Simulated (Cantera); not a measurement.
A closed system holds: 1 mol V2O5, 0.59 mol H2, equilibrated at 0.0170 bar.

Equilibrium computed with Cantera from the NASA thermochemical tables; the gas is ideal and each condensed phase is pure. Candidate condensed phases: H2O, V, VO, V2O3, V2O4, V2O5; 12 gas species. Mutual solubility and eutectic melting of coexisting phases are not modelled. Condensed phases not in the tables: the oxides between V2O3 and V2O5 other than VO2. Gases not in the tables: V4O10. Rates play no part.

x: gas mole fraction; n: condensed amount in mol.

| T (K) | x H2O | x O2 | x OH | x VO2 | n V2O4(s) | n V2O5(s) | n V2O5(l) |
|---|---|---|---|---|---|---|---|
| 773 | 1.000 | 2.98e-6 | 2.00e-10 | <1e-12 | 0.590 | 0.410 | 0 |
| 873 | 1.000 | 0.000317 | 1.16e-8 | <1e-12 | 0.590 | 0.410 | 0 |
| 973 | 0.992 | 0.00763 | 2.55e-7 | <1e-12 | 0.599 | 0 | 0.401 |
| 1073 | 0.966 | 0.0339 | 2.37e-6 | 2.81e-12 | 0.631 | 0 | 0.369 |
| 1173 | 0.886 | 0.114 | 1.46e-5 | 2.24e-10 | 0.742 | 0 | 0.258 |
| 1273 | 0.742 | 0.258 | … | … | 1.00 | 0 | 0 |
| 1373 | 0.742 | 0.258 | 0.000186 | 1.98e-7 | 1.00 | 0 | 0 |
| 1473 | 0.742 | 0.258 | 0.000489 | 2.88e-6 | 1.000 | 0 | 0 |
| 1573 | 0.741 | 0.257 | … | … | 1.000 | 0 | 0 |
| 1673 | 0.740 | 0.257 | 0.00239 | 0.000223 | 1.000 | 0 | 0 |

### Question
Complete the blanks.

### Answer

- 1573, x OH: 0.00114
- 1573, x VO2: 2.93e-5
- 1273, x OH: 6.06e-5
- 1273, x VO2: 8.78e-9
